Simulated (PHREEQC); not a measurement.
Hard or scaling water

Solution (25 °C): 0.0044 mol CaSO4, 0.00022 mol CO2 and 0.0023 mol KCl per kg of water. Closed to the air; pH follows from the charge balance.

Equilibrium calculation in PHREEQC: Pitzer model, pitzer.dat.

Each row changes one thing in this solution. This is a speciation only: nothing precipitates in the calculation.

```
case                                   pH  SI of Sylvite (KCl)
-----------------------------------  ----  -------------------
as made                              5.05                -6.30
CaSO4 left out                       5.01                -6.22
diluted 2-fold with water            5.19                -6.87
CO2 left out                         7.03                -6.30
temperature from 25 to 75 °C         5.13                -6.66
diluted 10-fold with water           5.54                -8.22
CO2 from 0.00022 to 2.2e-05 mol/kgw  5.58                -6.30
```

Constants without temperature data keep their 25 °C values here.
